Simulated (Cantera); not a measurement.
An isothermal plug-flow reactor at 1075 K and 67000 Pa (inlet), inlet velocity 1.2 m/s, active area per volume 130 1/m; feed CH₄ : O₂ : N₂ : H₂O = 0.0022 : 0.025 : 0.79 : 0.0074 (molar parts), equivalence ratio 0.18.

Cantera simulation using Deutschmann's 1995 Pt surface mechanism with GRI-Mech 3.0 gas chemistry; the numbers are that mechanism's predictions, not measurements. Catalytic surfaces can have several steady states; this one follows from the mechanism file's or the stated starting coverage. Mass transfer to the wall is taken as infinitely fast.

Q: Predict: x(CH₄) at z = 0.011 m; x(O₂) at z = 0.011 m; x(H₂O) at z = 0.011 m; x(CO₂) at z = 0.011 m; x(CO) at z = 0.011 m; θ(free Pt) at the exit; θ(O*) at the exit; θ(OH*) at the exit.

A: 
| Quantity | Result |
|---|---|
| x(CH₄) at z = 0.011 m | 0.00178 |
| x(O₂) at z = 0.011 m | 0.0286 |
| x(H₂O) at z = 0.011 m | 0.0107 |
| x(CO₂) at z = 0.011 m | 0.000866 |
| x(CO) at z = 0.011 m | 1.72e-6 |
| θ(free Pt) at the exit | 0.385 |
| θ(O*) at the exit | 0.613 |
| θ(OH*) at the exit | 0.00145 |
